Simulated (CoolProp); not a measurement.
Saturation properties of n-octane.

Computed with CoolProp (reference Helmholtz-energy equation of state, Beckmüller 2019).

| T (°C) | p (MPa) | surface tension (mN/m) | vapour viscosity (µPa s) | liquid conductivity (mW/(m K)) |
|---|---|---|---|---|
| -11.05 | 0.0001739 | 24.8 | 5.06 | 136 |
| 4.55 | 0.0005333 | 23.2 | 5.35 | 131 |
| 20.15 | 0.001418 | 21.6 | 5.64 | 126 |
| 35.65 | 0.003329 | 20.1 | 5.92 | 121 |
| 51.25 | 0.007116 | 18.7 | 6.21 | 117 |
| 66.85 | 0.01398 | 17.2 | 6.49 | 112 |
| 82.45 | 0.02556 | 15.8 | 6.76 | 108 |
| 98.05 | 0.04396 | 14.4 | 7.04 | 104 |
| 113.65 | 0.07173 | 13.0 | 7.32 | 99.6 |
| 129.25 | 0.1119 | 11.7 | 7.59 | 95.6 |
| 144.85 | 0.1678 | 10.4 | 7.88 | 91.8 |
| 160.45 | 0.2433 | 9.06 | 8.19 | 88.1 |
| 176.05 | 0.3425 | 7.78 | 8.52 | 84.4 |

It boils at 125.6 °C under 1 atm.

Viscosity comes from a separate model (Huber 2004). Thermal conductivity comes from a separate model (Huber 2005). Surface tension comes from a separate correlation (Mulero 2012).
